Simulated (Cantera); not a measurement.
An isothermal, constant-pressure homogeneous reactor starts with 97.9 % N2O, 1.76 % H2O, 0.343 % N2, at 1200 K and 750 Torr.

Computed with Cantera and GRI-Mech 3.0 (53 species, 325 reactions). GRI-Mech 3.0 was tuned for natural gas; its chemistry of N2O as a main component is partial and can be far from experiment. The mechanism lacks the step 2 NO + O2 → 2 NO2, which can matter for NO2 below about 1400 K. The temperature is held fixed by assumption; the heat of reaction is taken as removed at once.

x: mole fraction; the columns are a selection and need not sum to one.

| t (s) | x N2O | x H2O | x NO | x O | x H |
|---|---|---|---|---|---|
| 2.00e-6 | 0.979 | 0.0176 | 1.92e-8 | 5.23e-7 | <1e-12 |
| 1.43e-5 | 0.979 | 0.0176 | 5.66e-7 | 1.67e-6 | 1.18e-11 |
| 0.000103 | 0.979 | 0.0176 | 6.15e-6 | 1.83e-6 | 1.44e-10 |
| 0.000737 | 0.978 | 0.0176 | ___ | 1.83e-6 | 7.67e-10 |
| 0.00528 | 0.974 | 0.0176 | 0.000284 | 1.80e-6 | 1.27e-9 |
| 0.0379 | 0.945 | 0.0174 | 0.00191 | 1.68e-6 | 1.26e-9 |
| 0.271 | ___ | 0.0164 | ___ | ___ | ___ |
| 1.95 | 0.255 | 0.0133 | 0.0385 | 8.70e-7 | 5.89e-10 |
| 13.9 | 0.00305 | 0.0119 | 0.0435 | 3.20e-8 | 7.80e-12 |
| 100 | 4.48e-7 | 0.0118 | 0.0432 | 1.40e-8 | 3.29e-12 |

Task: Complete the blanks.

Result: 
- 0.000737, x NO: 4.55e-5
- 0.271, x N2O: 0.770
- 0.271, x NO: 0.0122
- 0.271, x O: 1.49e-6
- 0.271, x H: 1.15e-9
